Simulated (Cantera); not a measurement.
**Equilibrium for hydrogen reduction and annealing atmospheres: Nb2O5 + H2**

Charge: 1 mol Nb2O5, 99 mol H2, at 0.140 bar.

These are equilibrium values from Cantera (NASA tables, ideal gas, pure condensed phases), not measurements of a reactor. Candidate condensed phases: H2O, Nb, NbO, NbO2, Nb2O5; 12 gas species. Mutual solubility and eutectic melting of coexisting phases are not modelled. NbO: taken at fixed stoichiometry. Condensed phases not in the tables: the oxides between NbO2 and Nb2O5. The numbers say what is thermodynamically allowed, not how fast it happens.

```tsv
T (K)	x H2	x H2O	x H	x NbO2	x OH	n NbO2(s)	n Nb2O5(s)	n NbO(s)
948	0.996	0.00356	1.40e-9	<1e-12	<1e-12	0.704	0.648	0
1048	0.992	0.00766	2.06e-8	<1e-12	<1e-12	1.52	0.242	0
1148	0.990	0.0101	1.90e-7	<1e-12	1.16e-11	2.00	0	0
1248	0.990	0.0101	1.24e-6	<1e-12	1.29e-10	2.00	0	0
1348	0.990	0.0101	6.15e-6	2.69e-12	1.01e-9	2.00	0	0
1448	0.990	0.0101	2.45e-5	8.70e-11	5.95e-9	2.00	0	0
1548	0.990	0.0101	8.19e-5	1.77e-9	2.79e-8	2.00	0	0
1648	0.990	0.0101	0.000237	2.47e-8	1.09e-7	2.00	0	0
1748	0.989	0.0101	0.000607	2.52e-7	3.62e-7	2.00	0	0
1848	0.988	0.0101	0.00141	1.98e-6	1.06e-6	2.00	0	0
1948	0.987	0.0102	0.00300	1.25e-5	2.80e-6	1.99	0	0.00906
2048	0.980	0.0138	0.00593	6.53e-5	9.08e-6	1.62	0	0.371
2148	0.971	0.0181	0.0110	0.000290	2.63e-5	1.17	0	0.803
```
x: gas mole fraction; n: condensed amount in mol.

From 948 K to 1048 K the condensed part is NbO2(s) + Nb2O5(s). From 1148 K to 1848 K the condensed part is NbO2(s). From 1948 K to 2148 K the condensed part is NbO(s) + NbO2(s).
